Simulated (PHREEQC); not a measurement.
# Leach liquor

Make-up at 25 °C: 0.22 mol H2SO4, 0.094 mol Li2SO4 and 0.00013 mol NiSO4 per kg of water. Closed to the air; pH follows from the charge balance.

Model: ion-association model, wateq4f.dat, run in PHREEQC.

Each row changes one thing in this solution. This is a speciation only: nothing precipitates in the calculation.

| case | pH | ionic strength (mol/kgw) | HSO4- (mol/kgw) | Li+ (mol/kgw) | SO4-2 (mol/kgw) | LiSO4- (mol/kgw) | SI of Morenosite (NiSO4:7H2O) |
|---|---|---|---|---|---|---|---|
| as made | 0.83 | 0.423 | 0.250 | 0.178 | 0.0543 | 0.00961 | -4.24 |
| diluted 100-fold with water | (withheld) | (withheld) | 0.000636 | 0.00187 | (withheld) | 1.40e-5 | -6.54 |
| temperature from 25 to 90 °C | 0.96 | (withheld) | 0.294 | 0.185 | 0.0168 | 0.00279 | -5.14 |
| H2SO4 left out | 7.18 | 0.250 | 1.88e-7 | 0.172 | 0.0779 | 0.0162 | -4.08 |
| diluted 2-fold with water | 1.08 | 0.232 | 0.116 | 0.0898 | 0.0373 | 0.00416 | -4.55 |
| NiSO4 from 0.00013 to 0.000195 mol/kgw | 0.83 | 0.423 | 0.250 | 0.178 | 0.0543 | 0.00961 | (withheld) |
| 0.0055 mol/kgw HF added | 0.83 | 0.423 | 0.250 | 0.178 | 0.0543 | 0.00961 | -4.24 |

Some entries are withheld; supply them.


- diluted 100-fold with water, pH: 2.46
- diluted 100-fold with water, ionic strength (mol/kgw): 0.00812
- diluted 100-fold with water, SO4-2 (mol/kgw): 0.00249
- temperature from 25 to 90 °C, ionic strength (mol/kgw): 0.348
- NiSO4 from 0.00013 to 0.000195 mol/kgw, SI of Morenosite (NiSO4:7H2O): -4.06

Constants without temperature data keep their 25 °C values here.
